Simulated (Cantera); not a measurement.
A closed system holds: 1 mol C6H6, 0.3 mol H2O, at 43500 Torr.

Cantera equilibrium calculation (NASA polynomials, part measured and part estimated; ideal gas, pure solids and liquids). Candidate condensed phases: C, C6H6, C7H8, C8H18, H2O; 110 gas species. The ideal-gas law is rough above about 30 bar. Equilibrium is a limit: real reactors are often held back by kinetics, nucleation or transport. All values below are at 2148 K.

Base state: H2 0.899, CO 0.0842, CH4 0.0138, C2H2 (acetylene) 0.00172, H 0.000519, H2O 0.000298, C2H4 0.000280, CH3 0.000154 (mole fractions); condensed: C(graphite).

Question: What changes in the equilibrium state with this change: pressure from 43500 Torr to 15000 Torr?

Answer: 
| species | before | after |
|---|---|---|
| H2 | 0.899 | 0.909 |
| CO | 0.0842 | 0.0836 |
| CH4 | 0.0138 | 0.00487 |
| H2O | 0.000298 | 0.000103 |
| C2H4 | 0.000280 | 9.87e-5 |
| H | 0.000519 | 0.000888 |
| C(graphite), mol | 5.64 | 5.67 |

Question: What changes in the equilibrium state with this change: H2O from 0.3 to 1.6 mol?

Answer: 
| species | before | after |
|---|---|---|
| H2 | 0.899 | 0.728 |
| CO | 0.0842 | 0.260 |
| CH4 | 0.0138 | 0.00907 |
| CO2 | 5.46e-6 | 5.20e-5 |
| H2O | 0.000298 | 0.000744 |
| C2H4 | 0.000280 | 0.000184 |
| CH3 | 0.000154 | 0.000112 |
| C(graphite), mol | 5.64 | 4.33 |
